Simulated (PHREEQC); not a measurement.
Dissolve 0.048 mol/kgw Cu(NO3)2, 0.094 mol/kgw HCl and 0.0071 mol/kgw KCl at 40 °C. Closed to the air; pH follows from the charge balance.

Equilibrium calculation in PHREEQC: ion-association model, phreeqc.dat.

Precipitation was switched off in this run.

**Question.** Order these Cu species by the share of Cu that they hold, largest first: CuCl2, Cu+2, CuCl+.

**Answer.** Cu+2 (86 %), CuCl+ (13 %), CuCl2 (0.37 %)

**Question.** Order these Cl species by the share of Cl that they hold, largest first: CuCl+, Cl-, CuCl2.

**Answer.** Cl- (93 %), CuCl+ (6.4 %), CuCl2 (0.35 %)

The pH is 1.13 and the ionic strength 0.232 mol/kgw. At this temperature some constants are extrapolated from 25 °C, and those without enthalpy data are left unchanged.
